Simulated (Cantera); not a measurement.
A closed system holds: 1 mol SiH₂Cl₂, 4.8 mol H₂, equilibrated at 998.15 K and 720 Torr.

Method: chemical equilibrium by Gibbs-energy minimisation in Cantera with the NASA 1993 tables (ideal gas, pure condensed phases). Candidate condensed phases: Si; 19 gas species. The tables' values for SiCl₃ are old estimates; treat these amounts as uncertain. Kinetics and transport are ignored.

Base state: H₂ 0.903, SiCl₄ 0.0510, SiHCl₃ 0.0331, HCl 0.00966, SiH₂Cl₂ 0.00231, SiCl₃ 0.000603, SiCl₂ 0.000175, SiH₃Cl 4.12e-5 (mole fractions); condensed: Si(s).

Question: What changes in the equilibrium state with this change: SiH₂Cl₂ replaced by SiHCl₃?

Answer: 
```json
[
 {"species": "H₂", "before": "0.903", "after": "0.853"},
 {"species": "SiCl₄", "before": "0.0510", "after": "0.0850"},
 {"species": "SiHCl₃", "before": "0.0331", "after": "0.0472"},
 {"species": "HCl", "before": "0.00966", "after": "0.0107"},
 {"species": "SiCl₃", "before": "0.000603", "after": "0.000885"},
 {"species": "SiCl₂", "before": "0.000175", "after": "0.000226"},
 {"species": "SiH₂Cl₂", "before": "0.00231", "after": "0.00282"},
 {"species": "Si(s), mol", "before": "0.454", "after": "0.185"}
]
```

Question: What changes in the equilibrium state with this change: temperature from 998.15 K to 850 K?

Answer: 
| species | before | after |
|---|---|---|
| H₂ | 0.903 | 0.908 |
| SiCl₄ | 0.0510 | 0.0518 |
| SiHCl₃ | 0.0331 | 0.0355 |
| HCl | 0.00966 | 0.00220 |
| SiCl₂ | 0.000175 | 6.34e-6 |
| SiCl₃ | 0.000603 | 6.80e-5 |
| Si(s), mol | 0.454 | 0.441 |
